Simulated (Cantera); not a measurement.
An isothermal, constant-pressure homogeneous reactor starts with CH₄ : H₂O : N₂ = 1 : 0.71 : 0.0047 (molar parts), at 2025 K and 15000 Torr.

Detailed kinetics in Cantera: GRI-Mech 3.0 (53 species, 325 reactions). GRI-Mech 3.0 stops at C3 and has no aromatics, soot or wall deposition, so with more carbon than oxygen in the feed, carbon stays in small species such as C2H2 where larger ones or solid carbon would form. The pressure lies above the range GRI-Mech 3.0 was tuned for (to about 10 atm).

x: mole fraction; the columns are a selection and need not sum to one.

| t (s) | x CH₄ | x H₂O | x CH₂O | x H₂ | x O₂ | x CH₂CO |
|---|---|---|---|---|---|---|
| 5.00e-6 | 0.435 | 0.386 | 0.000126 | 0.117 | 2.58e-9 | 1.23e-5 |
| 1.75e-5 | 0.275 | 0.336 | 5.15e-5 | 0.282 | 2.46e-9 | 8.04e-5 |
| 6.10e-5 | (withheld) | (withheld) | (withheld) | (withheld) | (withheld) | 0.000109 |
| 0.000213 | 0.0687 | 0.250 | 7.69e-6 | 0.507 | 6.83e-10 | 0.000103 |
| 0.000743 | 0.0478 | 0.195 | 3.94e-6 | 0.565 | 3.68e-10 | 7.05e-5 |
| 0.00259 | 0.0419 | 0.114 | 2.14e-6 | 0.631 | 1.16e-10 | 3.11e-5 |
| 0.00906 | 0.0340 | 0.0420 | 1.38e-6 | 0.691 | 1.55e-11 | 9.75e-6 |
| 0.0316 | 0.0282 | 0.00598 | 1.26e-6 | 0.722 | <1e-12 | 4.00e-6 |
| 0.110 | 0.0271 | 7.71e-5 | 1.26e-6 | 0.727 | <1e-12 | 3.36e-6 |
| 0.385 | 0.0271 | 4.92e-5 | 1.26e-6 | 0.727 | <1e-12 | 3.36e-6 |
| 1.35 | 0.0271 | 4.92e-5 | 1.26e-6 | 0.727 | <1e-12 | 3.36e-6 |
| 4.70 | 0.0271 | 4.92e-5 | 1.26e-6 | 0.727 | <1e-12 | 3.36e-6 |
| 16.4 | 0.0271 | 4.92e-5 | 1.26e-6 | 0.728 | <1e-12 | 3.36e-6 |
| 57.3 | 0.0271 | 4.92e-5 | 1.26e-6 | 0.728 | <1e-12 | 3.36e-6 |
| 200 | 0.0270 | 4.93e-5 | 1.26e-6 | 0.728 | <1e-12 | 3.35e-6 |

**Question.** Fill in the missing entries.

**Answer.** 
- 6.10e-5, x CH₄: 0.144
- 6.10e-5, x H₂O: 0.291
- 6.10e-5, x CH₂O: 1.96e-5
- 6.10e-5, x H₂: 0.419
- 6.10e-5, x O₂: 1.16e-9
